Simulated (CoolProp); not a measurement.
A Linde-Hampson liquefier for ethylene: isothermal reversible compression at 300 K from 1 atm to 5 MPa, throttling to 1 atm, return gas leaving the recuperator 0 K below the feed. Each further row changes one setting.

The numbers come from the reference Helmholtz-energy equation of state, Smukala 2000 in CoolProp.

| case | liquid yield per pass | compression work (kJ/kg of gas) |
|---|---|---|
| as stated | 0.162 | 320 |
| high pressure 10 MPa | 0.434 | 346 |
| warm-end temperature 330 K | 0.107 | 361 |
| warm-end gap 5 K | 0.152 | 320 |
